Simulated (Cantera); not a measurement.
Cantera with NASA thermochemical tables; ideal gases at 1 bar, condensed phases pure. Values are per mole of reaction as written; species without (g) are pure solids or liquids, kept so even where they would boil at 1 bar. The tables' values for C2F4 are old estimates.

Problem. Between 300 and 2000 K, where is each reaction favourable under standard conditions?
- 2 CF3(g) + Pb ⇌ PbF2 + C2F4(g)

Solution. 
- 2 CF3(g) + Pb ⇌ PbF2 + C2F4(g): ΔG° is -340 kJ at 300 K and -113 kJ at 2000 K; it stays negative (K > 1). ΔH° is -311 kJ and ΔS° -99 J/K at 2000 K.
